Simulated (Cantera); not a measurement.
A closed system holds: 1 mol Si, 4.4 mol NF3, 27 mol N2, at 675 K and 33.8 Torr.

Method: chemical equilibrium by Gibbs-energy minimisation in Cantera with the NASA 1993 tables (ideal gas, pure condensed phases). Candidate condensed phases: Si, Si3N4; 16 gas species. Rates play no part.

Problem. What is the equilibrium state?

Solution. 
| Property | Result |
|---|---|
| x(N2) | 0.867 |
| x(NF3) | 0.0828 |
| x(SiF4) | 0.0311 |
| x(F2) | 0.0186 |
| x(F) | 0.000552 |
| gas amount | 32.15 mol |
| log10 activity of Si(s) (absent) | -114.20 |
